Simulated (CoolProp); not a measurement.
Properties of R407C at several states (Tc = 86.2 °C, pc = 4632 kPa, ω = 0.363).

Computed with CoolProp (reference Helmholtz-energy equation of state, Lemmon 2003). It is a pseudo-pure fit of the blend.

| T (°C) | p (kPa) | phase | density (kg/m³) | Joule-Thomson coefficient (K/MPa) |
|---|---|---|---|---|
| 34.65 | 3540 | liquid | 1112 | 0.1588 |
| 68.85 | 4520 | liquid | 923.0 | 1.124 |
| 26.35 | 17.8 | gas | 0.6179 | 20.00 |
| 98.05 | 3150 | gas | 119.3 | 11.24 |
| 53.45 | 125 | gas | 4.025 | 14.94 |
